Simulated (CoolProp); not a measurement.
Vapour-liquid equilibrium of acetone (1) + n-heptane (2) at 324.8 K; x and y are mole fractions of (1).

Model: multi-fluid Helmholtz-energy mixture model, Lemmon 2006 and Span 2003; pair parameters Bell 2016, in CoolProp.

Q: Give the bubble pressure and the first vapour's composition at x = 0.05, 0.35, 0.8. Is there an azeotrope?

A: x = 0.05: 34.86 kPa, y = 0.441; x = 0.35: 74.77 kPa, y = 0.785; x = 0.8: 85.99 kPa, y = 0.868. y crosses x between x = 0.8 and 0.95: the model has an azeotrope there.

The pair parameters rest on a limited set of measurements; away from them the model extrapolates. With so large a gap from Raoult's law the liquid may split in two, which this calculation doesn't test in full.
